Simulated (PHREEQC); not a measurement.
Synthetic water in mmol/kgw, 25 °C, pH 2.39, pe 10.7:

```tsv
constituent	mmol/kgw
Na	3.83
K	1.39
Ca	4.91
Mg	1.57
Cl	5.15
S(6)	10.3
Cd	0.0142
```

Valence states are taken as typed.

All values are PHREEQC results (ion-association model, wateq4f.dat), not measurements.

| quantity | before | after |
|---|---|---|
| SO4-2 (mol/kgw) | 0.00671 | 0.0227 |
| Ca+2 (mol/kgw) | 0.00355 | 0.00260 |
| K+ (mol/kgw) | 0.00136 | 0.00130 |
| CaSO4 (mol/kgw) | 0.00132 | 0.00224 |
| SI of Gypsum (CaSO4:2H2O) | -0.60 | -0.36 |
| SI of Halite (NaCl) | -6.44 | -6.50 |

**Question.** Which change was made?
(A) all concentrations times 2 at the same typed pH
(B) S(6) from 10.3 to 20.6 mmol/kgw
(C) S(6) from 10.3 to 30.9 mmol/kgw

**Answer.** C, S(6) from 10.3 to 30.9 mmol/kgw

No solid was allowed to form.
